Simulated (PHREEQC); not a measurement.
**Copper plating or etch bath (model solution)**

Solution (25 °C): 0.12 mol CuCl2, 0.04 mol HBF4 and 0.09 mol Na2SO4 per kg of water. Closed to the air; pH follows from the charge balance.

All values are PHREEQC results (ion-association model, wateq4f.dat), not measurements.

This is a speciation only: nothing precipitates in the calculation.

Task: What pH does the model give?

Result: pH 1.79.

Task: In which forms is F present?

Result: BF4- 91 %, HF 4.7 %, BF3OH- 3.0 % of the F.

Real BF4- forms and hydrolyses slowly; the run takes it at equilibrium.
